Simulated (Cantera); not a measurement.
A freely propagating, adiabatic, planar premixed flame of H2 : O2 : N2 : H2O = 1 : 0.312 : 1.17 : 0.55 (molar parts), equivalence ratio 1.6, unburnt at 700 K and 0.120 bar; mixture-averaged transport, grid criteria slope 0.08 and curve 0.16, no radiation.

Cantera simulation using the H2/O2 subset of GRI-Mech 3.0, which has no nitrogen chemistry; the numbers are that mechanism's predictions, not measurements. Burning velocities carry a grid error of a few per cent, more on coarse grids.

Q: What does this change do: inlet temperature 700 to 525 K?

A: 
```json
[
 {"quantity": "laminar burning velocity", "before": "780 cm/s", "after": "445 cm/s"},
 {"quantity": "thermal thickness", "before": "7.40 mm", "after": "6.14 mm"},
 {"quantity": "peak x(HO2)", "before": "5.47e-5", "after": "9.81e-5"},
 {"quantity": "peak x(OH)", "before": "0.00891", "after": "0.00673"},
 {"quantity": "peak x(O)", "before": "0.00546", "after": "0.00434"}
]
```

Q: What does this change do: inlet temperature 700 to 325 K?

A: 
```
quantity                    before     after
------------------------  --------  --------
laminar burning velocity  780 cm/s  201 cm/s
thermal thickness          7.40 mm   4.53 mm
peak x(HO2)                5.47e-5  0.000165
peak x(OH)                 0.00891   0.00452
peak x(O)                  0.00546   0.00318
```

Q: What does this change do: H2O 0.55 to 0.7 parts?

A: 
| quantity | before | after |
|---|---|---|
| laminar burning velocity | 780 cm/s | 743 cm/s |
| thermal thickness | 7.40 mm | 7.37 mm |
| peak x(HO2) | 5.47e-5 | 5.85e-5 |
| peak x(OH) | 0.00891 | 0.00814 |
| peak x(O) | 0.00546 | 0.00483 |
